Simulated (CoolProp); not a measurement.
Vapour-liquid equilibrium of dimethyl ether (1) + R227EA (2) at 263.1 K; x and y are mole fractions of (1).

The numbers come from the multi-fluid Helmholtz-energy mixture model, Wu 2011 and Lemmon 2016; pair parameters Bell 2016 in CoolProp.

```
x     bubble pressure (MPa)  y at the bubble point  dew pressure at overall composition x (MPa)  liquid density (mol/L)
----  ---------------------  ---------------------  -------------------------------------------  ----------------------
0.05                 0.1267                  0.019                                       0.1210                   9.209
0.2                  0.1124                  0.142                                       0.1099                   9.994
0.35                 0.1084                  0.371                                       0.1082                   10.82
0.5                  0.1173                  0.621                                       0.1113                   11.72
0.65                 0.1352                    ___                                          ___                     ___
0.8                  0.1566                  0.917                                       0.1344                   13.80
0.95                    ___                  0.984                                       0.1659                   15.05
```

Task: What belongs in the gaps?

Result: 
- 0.65, y at the bubble point: 0.806
- 0.65, dew pressure at overall composition x (MPa): 0.1192
- 0.65, liquid density (mol/L): 12.70
- 0.95, bubble pressure (MPa): 0.1778

y crosses x between x = 0.2 and 0.35: the model has an azeotrope there.

The pair parameters rest on a limited set of measurements; away from them the model extrapolates.
